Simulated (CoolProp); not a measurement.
Properties of sulfur dioxide along the isobar 1.58 MPa (Tc = 430.6 K, pc = 7.887 MPa, ω = 0.256).

Computed with CoolProp (reference Helmholtz-energy equation of state, Gao 2016).

| T (K) | phase | cv (kJ/(kg K)) | isothermal compressibility (1/MPa) |
|---|---|---|---|
| 214 | liquid | 0.8587 | 0.0006555 |
| 228.4 | liquid | 0.8449 | 0.0007473 |
| 242.8 | liquid | 0.8339 | 0.0008576 |
| 257.1 | liquid | 0.8253 | 0.0009912 |
| 271.5 | liquid | 0.8187 | 0.001158 |
| 285.9 | liquid | 0.8136 | 0.001371 |
| 300.2 | liquid | 0.8098 | 0.001646 |
| 314.6 | liquid | 0.8070 | 0.002023 |
| 329 | liquid | 0.8056 | 0.002559 |
| 343.4 | liquid | 0.8061 | 0.003373 |
| 357.7 | gas | 0.6328 | 0.7691 |
